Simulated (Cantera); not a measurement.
Feed: 1 mol SiH2Cl2, 1 mol O3, 11 mol N2, at 0.133 bar.

Equilibrium computed with Cantera from the NASA thermochemical tables; the gas is ideal and each condensed phase is pure. Candidate condensed phases: H2O, NH4Cl, Si, SiO2, Si2N2O, Si3N4; 47 gas species. The tables hold silica as quartz up to 1696 K and as liquid above; real silica turns to tridymite and cristobalite and melts near 1996 K. Equilibrium is a limit: real reactors are often held back by kinetics, nucleation or transport.

Question: At 1250 K, list the 5 most abundant gas species with their mole fractions, and the condensed phases.

Answer: N2 0.818, HCl 0.129, O2 0.0322, H2O 0.00992, Cl2 0.00891. Condensed: SiO2(β-quartz).
